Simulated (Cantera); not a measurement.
A counterflow diffusion flame at 1.01 bar, nozzles 20 mm apart: fuel side CH4 = 1 (molar parts) at 525 K, oxidiser side O2 : N2 = 0.28 : 0.72 (molar parts) at 725 K, fuel mass flux 0.93 times the oxidiser's; mixture-averaged transport, no radiation.

Computed with Cantera and GRI-Mech 3.0 (53 species, 325 reactions). GRI-Mech 3.0 has no aromatics or soot, which form on the fuel side of real flames. The maximum strain rate includes the flame's own expansion and is several times the mean.

x: mole fraction; the columns are a selection and need not sum to one.

| oxidiser flux (kg/m²/s) | max strain (1/s) | mean strain (1/s) | T max (K) | peak x OH | peak x H | peak x NO | peak x CO | peak x C2H2 |
|---|---|---|---|---|---|---|---|---|
| 0.25 | (withheld) | 56.7 | 2462 | 0.0183 | 0.00815 | 0.000883 | 0.105 | 0.0249 |
| 0.37 | (withheld) | 84.0 | 2432 | 0.0183 | 0.00854 | 0.000732 | 0.102 | 0.0244 |
| 0.53 | (withheld) | 120 | 2407 | 0.0182 | 0.00887 | 0.000627 | 0.0995 | 0.0237 |
| 0.76 | (withheld) | 173 | 2390 | 0.0181 | 0.00924 | 0.000546 | 0.0970 | 0.0229 |
| 1.1 | (withheld) | 250 | 2375 | 0.0179 | 0.00962 | 0.000477 | 0.0948 | 0.0221 |
| 1.6 | (withheld) | 363 | 2359 | 0.0177 | 0.00996 | 0.000411 | 0.0927 | 0.0211 |
| 2.3 | (withheld) | 522 | 2341 | 0.0172 | 0.0102 | 0.000347 | 0.0907 | 0.0200 |
| 3.3 | (withheld) | 749 | 2320 | 0.0166 | 0.0103 | 0.000282 | 0.0890 | 0.0185 |
| 4.7 | (withheld) | 1070 | 2295 | 0.0159 | 0.0103 | 0.000220 | 0.0875 | 0.0168 |

Q: Fill in the missing entries.

A: 
- 0.25, max strain (1/s): 272
- 0.37, max strain (1/s): 387
- 0.53, max strain (1/s): 536
- 0.76, max strain (1/s): 743
- 1.1, max strain (1/s): 1040
- 1.6, max strain (1/s): 1470
- 2.3, max strain (1/s): 2050
- 3.3, max strain (1/s): 2860
- 4.7, max strain (1/s): 3970
